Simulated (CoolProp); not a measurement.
Properties of carbonyl sulfide at several states.

Computed with CoolProp (reference Helmholtz-energy equation of state, Lemmon 2006). It is a short technical equation, of lower accuracy than the large ones.

```csv
T (°C),p (MPa),phase,cv (kJ/(kg K)),speed of sound (m/s),Joule-Thomson coefficient (K/MPa),isothermal compressibility (1/MPa),expansivity (1/kK)
8.05,0.0599,gas,0.5401,220.1,23.35,16.83,3.644
330.05,0.0352,gas,0.7156,315.6,4.202,28.42,1.660
-75.55,4.38,liquid,0.7200,1172,-0.4769,0.0009515,1.614
```
